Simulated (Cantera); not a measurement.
A closed system holds: 1 mol SiH4, 0.83 mol NO, 1.8 mol H2, held at 552 °C and 10.0 Torr.

Cantera equilibrium calculation (NASA polynomials, part measured and part estimated; ideal gas, pure solids and liquids). Candidate condensed phases: H2O, Si, SiO2, Si2N2O, Si3N4; 35 gas species. Equilibrium is a limit: real reactors are often held back by kinetics, nucleation or transport.

Base state: H2 0.993, N2 0.00653 (mole fractions); condensed: SiO2(α-quartz) + Si2N2O(s).

Q: What changes in the equilibrium state with this change: SiH4 replaced by SiF4?

A: 
```tsv
species	before	after
H2	0.993	0.283
HF	0	0.244
SiF4	0	0.231
H2O	2.22e-6	0.120
N2	0.00653	0.121
SiO2(α-quartz), mol	0.220	0.209
Si2N2O(s), mol	0.390	0
```

Q: What changes in the equilibrium state with this change: temperature from 552 °C to 1400 °C?

A: 
```csv
species,before,after
H2,0.993,0.829
SiO,<1e-9,0.123
N2,0.00653,0.0466
H,<1e-9,0.000898
H2O,2.22e-6,7.55e-5
"SiO2(α-quartz), mol",0.220,0
"Si2N2O(s), mol",0.390,0.202
"SiO2(β-quartz), mol",0,0.0314
```
Mutual solubility and eutectic melting of coexisting phases are not modelled. The tables hold silica as quartz up to 1696 K and as liquid above; real silica turns to tridymite and cristobalite and melts near 1996 K.

Q: What changes in the equilibrium state with this change: temperature from 552 °C to 1377 °C?

A: 
```tsv
species	before	after
H2	0.993	0.882
SiO	<1e-9	0.0835
N2	0.00653	0.0336
H	<1e-9	0.000739
H2O	2.22e-6	6.93e-5
SiO2(α-quartz), mol	0.220	0
Si2N2O(s), mol	0.390	0.270
SiO2(β-quartz), mol	0	0.100
```
Mutual solubility and eutectic melting of coexisting phases are not modelled. The tables hold silica as quartz up to 1696 K and as liquid above; real silica turns to tridymite and cristobalite and melts near 1996 K.
